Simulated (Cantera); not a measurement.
Source: NASA polynomial tables (part measured, part estimated), evaluated in Cantera. Values are per mole of reaction as written; species without (g) are pure solids or liquids, kept so even where they would boil at 1 bar.

Between 798 and 1398 K, where is each reaction favourable under standard conditions?
- 2 Ti₄O₇ + 3 N₂(g) = 8 TiO(g) + 6 NO(g)


- 2 Ti₄O₇ + 3 N₂(g) = 8 TiO(g) + 6 NO(g): ΔG° is 6102 kJ at 798 K and 4917 kJ at 1398 K; it stays positive (K < 1). ΔH° is 7611 kJ and ΔS° 1927 J/K at 1398 K.
